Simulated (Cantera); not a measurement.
## Thermodynamics of roasting and sulfation, feed FeS + SO2 + O2

A closed system holds: 1 mol FeS, 0.34 mol SO2, 0.06 mol O2, held at 10.0 mbar.

Method: chemical equilibrium by Gibbs-energy minimisation in Cantera with the NASA 1993 tables (ideal gas, pure condensed phases). Candidate condensed phases: Fe, FeO, FeS, FeSO4, FeS2, Fe2O3, Fe2(SO4)3, Fe3O4, S; 12 gas species. Metal and sulfide melt together well below either melting point, which pure phases cannot show. Mutual solubility and eutectic melting of coexisting phases are not modelled. The tables' stoichiometric FeO is somewhat more stable than real wüstite, so its field is too wide. FeO, FeS: taken at fixed stoichiometry. Gases not in the tables: S3 to S7. Equilibrium is a limit: real reactors are often held back by kinetics, nucleation or transport.

| T (K) | x SO2 | x S2 | x S2O | x SO | n FeS(s) | n Fe3O4(s) | n FeO(s) |
|---|---|---|---|---|---|---|---|
| 875 | 0.968 | 0.0307 | 0.00142 | 1.06e-5 | 0.950 | 0.0168 | 0 |
| 925 | 0.958 | 0.0405 | 0.00169 | 2.80e-5 | 0.945 | 0.0183 | 0 |
| 975 | 0.946 | 0.0521 | 0.00198 | 6.66e-5 | 0.940 | 0.0202 | 0 |
| 1025 | 0.932 | 0.0654 | 0.00227 | 0.000145 | 0.933 | 0.0222 | 0 |
| 1075 | 0.917 | 0.0801 | 0.00257 | 0.000295 | 0.926 | 0.0246 | 0 |
| 1125 | 0.900 | 0.0962 | 0.00287 | 0.000559 | 0.919 | 0.0271 | 0 |
| 1175 | 0.882 | 0.113 | 0.00316 | 0.00100 | 0.910 | 0.0299 | 0 |
| 1225 | 0.863 | 0.132 | 0.00344 | 0.00171 | 0.902 | 0.0328 | 0 |
| 1275 | 0.834 | 0.160 | 0.00385 | 0.00282 | 0.873 | 0 | 0.127 |
| 1325 | 0.781 | 0.210 | 0.00452 | 0.00450 | 0.843 | 0 | 0.157 |
x: gas mole fraction; n: condensed amount in mol.

From 875 K to 1225 K the condensed part is FeS(s) + Fe3O4(s). From 1275 K to 1325 K the condensed part is FeO(s) + FeS(s).
